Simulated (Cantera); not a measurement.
Feed: 1 mol BF3, 0.09 mol O2, 0.82 mol N2, held at 1898 K and 9.00 Torr.

These are equilibrium values from Cantera (NASA tables, ideal gas, pure condensed phases), not measurements of a reactor. Candidate condensed phases: B, BN, B2O3; 31 gas species. The numbers say what is thermodynamically allowed, not how fast it happens.

Base state: BF3 0.517, N2 0.426, O2 0.0439, F 0.00677, BOF 0.00336, NO 0.00192, O 0.000561, BOF2 5.54e-5 (mole fractions); condensed: gas only.

### Question
What changes in the equilibrium state with this change: pressure from 9.00 Torr to 188 Torr?

### Answer
```csv
species,before,after
BF3,0.517,0.522
N2,0.426,0.428
O2,0.0439,0.0456
F,0.00677,0.00151
BOF,0.00336,0.000728
O,0.000561,0.000125
NO,0.00192,0.00196
BOF2,5.54e-5,5.59e-5
```
